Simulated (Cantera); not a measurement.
## Reactions in the system C-H-Ni-S

Standard-state values (1 bar) from the NASA 1993 polynomials, evaluated with Cantera. Values are per mole of reaction as written; species without (g) are pure solids or liquids, kept so even where they would boil at 1 bar.

3 H(g) + Ni₃S₄ + CS₂(g) ⇌ 3 NiS₂ + CH₃(g)

| T (K) | ΔH° (kJ) | ΔS° (J/K) | ΔG° (kJ) | log10 K |
|---|---|---|---|---|
| 350 | -718.4 | -362.7 | -591.4 | 88.26 |
| 375 | -719.1 | -364.7 | -582.3 | 81.11 |
| 400 | -719.8 | -366.6 | -573.2 | 74.85 |
| 425 | -720.6 | -368.6 | -564.0 | 69.31 |
| 450 | -721.5 | -370.6 | -554.7 | 64.39 |
| 475 | -722.4 | -372.5 | -545.5 | 59.98 |
| 500 | -723.4 | -374.5 | -536.1 | 56.01 |
| 525 | -724.4 | -376.5 | -526.7 | 52.41 |
| 550 | -725.4 | -378.4 | -517.3 | 49.13 |
| 575 | -726.5 | -380.4 | -507.8 | 46.13 |
| 600 | -727.6 | -382.3 | -498.3 | 43.38 |
